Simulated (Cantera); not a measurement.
Input (Python, Cantera):

```python
import numpy as np
import cantera as ct

gas = ct.Solution("gri30.yaml")
gas.TPX = 1125, 1333, {'N2O': 1, 'H2': 0.0056, 'N2': 0.55}
reactor = ct.IdealGasConstPressureReactor(gas, energy="off", clone=False)
net = ct.ReactorNet([reactor])
net.rtol, net.atol = 1e-08, 1e-18
show = ['N2O', 'H2', 'OH', 'H2O', 'O', 'H2O2', 'N2']
times = np.geomspace(0.0001, 20, 12)

steps = ct.SolutionArray(gas, extra=["t"])
rows = []
print(f"{'t/s':>10s}{'T/K':>9s}{'P/Pa':>11s}" + "".join(f"{s:>11s}" for s in show))
for t in times:
    while net.time < t:
        t_next = net.step()
        steps.append(gas.state, t=t_next)
    rows.append([np.interp(t, steps.t, y) for y in (steps.T, steps.P, *steps(*show).X.T)])
    print(f"{t:10.3e}{rows[-1][0]:9.1f}{rows[-1][1]:11.4g}" + "".join(f"{x:11.3e}" for x in rows[-1][2:]))
rate = np.gradient(steps.T, steps.t)
print("integrator steps:", len(steps.t))
if steps.T.max() > steps.T[0] + 200:
    print(f"time of steepest temperature rise: {steps.t[rate.argmax()]:.4e} s")
gas.TPX = 1125, 1333, {'N2O': 1, 'H2': 0.0056, 'N2': 0.55}
gas.equilibrate("TP")
print(f"equilibrium (TP): T = {gas.T:.1f} K  " + "  ".join(f"{s} {gas[s].X[0]:.3e}" for s in show))
```

It prints:

```
       t/s      T/K       P/Pa        N2O         H2         OH        H2O          O       H2O2         N2
 1.000e-04   1125.0       1333  6.428e-01  3.600e-03  6.872e-10  2.165e-11  5.445e-08  1.191e-18  3.536e-01
 3.033e-04   1125.0       1333  6.428e-01  3.600e-03  6.852e-09  6.576e-10  1.454e-07  1.098e-16  3.536e-01
 9.201e-04   1125.0       1333  6.428e-01  3.600e-03  5.729e-08  1.787e-08  3.104e-07  9.443e-15  3.536e-01
 2.791e-03   1125.0       1333  6.428e-01  3.599e-03  3.175e-07  3.465e-07  4.313e-07  6.109e-13  3.536e-01
 8.465e-03   1125.0       1333  6.428e-01  3.595e-03  1.133e-06  4.374e-06  4.424e-07  2.707e-11  3.536e-01
 2.568e-02   1125.0       1333  6.428e-01  3.558e-03  2.986e-06  3.966e-05  4.426e-07  1.111e-09  3.536e-01
 7.789e-02   1125.0       1333  6.425e-01  3.335e-03  5.525e-06  2.594e-04  4.522e-07  3.093e-08  3.539e-01
 2.363e-01   1125.0       1333  6.414e-01  2.539e-03  6.395e-06  1.052e-03  4.727e-07  8.494e-08  3.548e-01
 7.166e-01   1125.0       1333  6.393e-01  1.189e-03  5.160e-06  2.403e-03  4.990e-07  4.635e-08  3.566e-01
 2.174e+00   1125.0       1333  6.361e-01  2.371e-04  3.204e-06  3.355e-03  5.155e-07  7.993e-09  3.589e-01
 6.594e+00   1125.0       1333  6.291e-01  1.122e-05  2.182e-06  3.573e-03  5.092e-07  7.816e-10  3.632e-01
 2.000e+01   1125.0       1333  6.091e-01  3.815e-09  2.465e-06  3.558e-03  5.003e-07  1.683e-10  3.751e-01
integrator steps: 1335
equilibrium (TP): T = 1125.0 K  N2O 9.346e-10  H2 1.165e-10  OH 5.101e-07  H2O 2.728e-03  O 1.980e-08  H2O2 1.816e-12  N2 7.550e-01
```

Computed with Cantera and GRI-Mech 3.0 (53 species, 325 reactions). GRI-Mech 3.0 was tuned for natural gas; its chemistry of N2O as a main component is partial and can be far from experiment. Radical loss at walls, strong at low pressure, is not modelled. The mechanism lacks the step 2 NO + O2 → 2 NO2, which can matter for NO2 below about 1400 K. The temperature is held fixed by assumption; the heat of reaction is taken as removed at once.
